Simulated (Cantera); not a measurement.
**Thermodynamics of oxide etching and cleaning by halides, feed MgO + F₂ + N₂**

Feed: 1 mol MgO, a varied amount of F₂, 2.5 mol N₂, held at 1723 K and 0.0100 bar.

Equilibrium computed with Cantera from the NASA thermochemical tables; the gas is ideal and each condensed phase is pure. Candidate condensed phases: Mg, MgF₂, MgO; 24 gas species. Equilibrium is a limit: real reactors are often held back by kinetics, nucleation or transport.

At 1.6 mol F₂ the condensed part is MgF₂(l). From 3 mol F₂ to 10 mol F₂ nothing is condensed. The main Mg-bearing gas is MgF₂ throughout.

```tsv
n(F₂) (mol)	x F	x N₂	x MgF₂	x O₂	n MgF₂(l)
1.6	0.242	0.504	0.151	0.100	0.250
3	0.500	0.312	0.125	0.0619	0
4.4	0.629	0.231	0.0925	0.0458	0
5.8	0.706	0.184	0.0735	0.0364	0
7.3	0.759	0.150	0.0602	0.0298	0
8.7	0.794	0.129	0.0515	0.0255	0
10	0.818	0.113	0.0454	0.0225	0
```
x: gas mole fraction; n: condensed amount in mol.
